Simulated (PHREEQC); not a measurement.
Solution (20 °C): 0.13 mol/kgw H3PO4 and 0.0027 mol/kgw NaF. Closed to the air; pH follows from the charge balance.

The numbers come from PHREEQC with the ion-association model, wateq4f.dat.

```csv
quantity,before,after
pH,1.59,7.40
ionic strength (mol/kgw),0.0323,0.00270
HF (mol/kgw),0.00257,1.38e-7
F- (mol/kgw),8.69e-5,0.00270
HF2- (mol/kgw),8.28e-7,1.37e-9
```

Problem. What was changed between the two runs?
(A) NaF from 0.0027 to 0.00135 mol/kgw
(B) diluted 2-fold with water
(C) H3PO4 left out
(D) H3PO4 from 0.13 to 0.065 mol/kgw
(E) NaF replaced by HF at the same molality

Solution. C, H3PO4 left out

No solid was allowed to form. H3PO4, which wateq4f.dat lacks, is added to it with the constant of phreeqc.dat.
